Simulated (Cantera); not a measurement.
Cantera with NASA thermochemical tables; ideal gases at 1 bar, condensed phases pure. Values are per mole of reaction as written; species without (g) are pure solids or liquids, kept so even where they would boil at 1 bar.

C + CO2(g) + 2 Na2SO4 ⇌ 2 SO2(g) + 2 Na2CO3, with ΔH° = 313.9 kJ and ΔS° = 255.3 J/K at 300 K.

How far is the shortcut ΔG° ≈ ΔH°(300 K) − T·ΔS°(300 K) from the full temperature-dependent value at 698, 773, 848, 923, 998, 1073 K?


```json
[
 {"T (K)": "698", "shortcut (kJ)": "135.7", "full (kJ)": "144.4", "difference (kJ)": "-8.7", "difference in log10 K": "0.65"},
 {"T (K)": "773", "shortcut (kJ)": "116.5", "full (kJ)": "128.3", "difference (kJ)": "-11.7", "difference in log10 K": "0.79"},
 {"T (K)": "848", "shortcut (kJ)": "97.4", "full (kJ)": "112.3", "difference (kJ)": "-14.9", "difference in log10 K": "0.92"},
 {"T (K)": "923", "shortcut (kJ)": "78.3", "full (kJ)": "96.6", "difference (kJ)": "-18.3", "difference in log10 K": "1.04"},
 {"T (K)": "998", "shortcut (kJ)": "59.1", "full (kJ)": "80.9", "difference (kJ)": "-21.8", "difference in log10 K": "1.14"},
 {"T (K)": "1073", "shortcut (kJ)": "40.0", "full (kJ)": "65.4", "difference (kJ)": "-25.4", "difference in log10 K": "1.24"}
]
```
The shortcut ignores the heat-capacity change of the reaction.
